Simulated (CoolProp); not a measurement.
A simple Rankine cycle with water: condensing at 321.15 K, boiler at 0.316 MPa, turbine inlet 448.4 K, turbine efficiency 0.6, pump efficiency 0.8, no recuperator. Each further row changes one setting.

Computed with CoolProp (reference Helmholtz-energy equation of state, Wagner 2002).

```csv
case,thermal efficiency (%),net work (kJ/kg),heat in (kJ/kg),turbine exit temperature (K),volume ratio over the turbine
as stated,12.1,315,2610,321.1,19.8
turbine inlet 468.4 K,12.2,323,2650,321.1,19.2
condensing temperature 313.15 K,13.1,347,2650,313.1,29.1
boiler pressure 0.221 MPa,10.9,285,2620,321.1,14.0
turbine efficiency 0.5,10.0,262,2610,321.1,20.3
```

The expansion ends wet for: as stated; turbine inlet 468.4 K; condensing temperature 313.15 K; boiler pressure 0.221 MPa; turbine efficiency 0.5.
